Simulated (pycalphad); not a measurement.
# Effect of Si content in Al-Mg-Si

All values are pycalphad results on the COST 507 light-alloy database (1999) (1 atm), not direct measurements. These are 1990s assessments: newer ones move some temperatures and phases. Phase fractions are per mole of atoms.

| alloy | liquidus (K) | first solid | solidus (K) | phases at 700 K |
|---|---|---|---|---|
| Al-1.93Mg-0.34Si (at.%) | 923 | fcc | 872 | fcc 0.99, MG2SI 0.01 |
| Al-1.93Mg-0.51Si (at.%) | 922 | fcc | 864 | fcc 0.99, MG2SI 0.01 |
| Al-1.93Mg-1.02Si (at.%) | 919 | fcc | 855 | fcc 0.98, MG2SI 0.02 |
| Al-1.93Mg-1.36Si (at.%) | 917 | fcc | 847 | fcc 0.97, MG2SI 0.03, diamond (Si) under 0.01 |

Database names, with the compositions (at.%) that they take in these runs: MG2SI: Mg 67 Si 33.
